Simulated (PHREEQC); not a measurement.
A column of 0.5 m (30 cells, dispersivity 0.025 m, 300 s a shift, diffusion coefficient 3e-10 m²/s) holds 0.28 eq of the database's cation exchanger X per kg of pore water, first in equilibrium with 1.6 mmol/kgw CaCl2 and 0.01 mmol/kgw HCl. It is flushed with 0.0045 mol SrCl2, 0.063 mol CaCl2, 0.0064 mol ZnCl2 and 1e-05 mol HCl per kg of water, at 25 °C. Values are for the last cell. CO2 from the air is kept out. Nothing may precipitate in this run.

Base run: PHREEQC, ion-association model, phreeqc.dat. Each further column changes one thing. The table gives Zn in solution (mol/kgw).

```
pore volumes      base  exchange capacity from 0.28 to 0.14 eq/kgw  dispersivity from 0.025 to 0.05 m
------------  --------  ------------------------------------------  ---------------------------------
0                    0                                           0                                  0
0.4167               0                                           0                                  0
1.017          6.04e-7                                         ___                            1.51e-5
1.617         0.000468                                     0.00263                                ___
2.017          0.00156                                     0.00445                            0.00209
2.417          0.00288                                     0.00550                            0.00321
3.017          0.00452                                     0.00615                            0.00449
3.617          0.00552                                     0.00634                            0.00530
4.017          0.00589                                     0.00638                            0.00565
4.417          0.00612                                     0.00639                            0.00589
5.017          0.00629                                     0.00640                            0.00612
5.617          0.00636                                     0.00640                            0.00625
6.017          0.00638                                     0.00640                                ___
```

### Question
Fill in the missing entries.

### Answer

- 1.017, exchange capacity from 0.28 to 0.14 eq/kgw: 6.84e-5
- 1.617, dispersivity from 0.025 to 0.05 m: 0.000915
- 6.017, dispersivity from 0.025 to 0.05 m: 0.00630
